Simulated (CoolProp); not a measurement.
Properties of dodecamethylpentasiloxane (MD3M) along the isobar 0.39 MPa.

Values from CoolProp's reference Helmholtz-energy equation of state, Thol 2019.

| T (K) | phase | cp (kJ/(kg K)) | Joule-Thomson coefficient (K/MPa) | fugacity coefficient |
|---|---|---|---|---|
| 557.8 | liquid | 2.307 | 0.5411 | 0.6460 |
| 565.6 | liquid | 2.338 | 0.7250 | 0.7225 |
| 573.4 | gas | 2.165 | 26.86 | 0.7843 |
| 581.1 | gas | 2.157 | 23.64 | 0.7966 |
| 588.9 | gas | 2.154 | 21.12 | 0.8081 |
| 596.7 | gas | 2.156 | 19.09 | 0.8187 |
| 604.5 | gas | 2.159 | 17.42 | 0.8285 |
| 612.2 | gas | 2.165 | 16.03 | 0.8375 |
| 620 | gas | 2.172 | 14.82 | 0.8461 |
